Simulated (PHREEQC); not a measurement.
Solution (35 °C): 0.0015 mol/kgw Pb(NO3)2 and 0.07 mol/kgw KNO3. Closed to the air; pH follows from the charge balance.

Model: ion-association model, phreeqc.dat, run in PHREEQC.

No solid was allowed to form.

### Question
Order these Pb species by the share of Pb that they hold, largest first: Pb+2, PbNO3+, PbOH+.

### Answer
Pb+2 (70 %), PbNO3+ (29 %), PbOH+ (0.23 %)

The pH is 5.52 and the ionic strength 0.0736 mol/kgw.
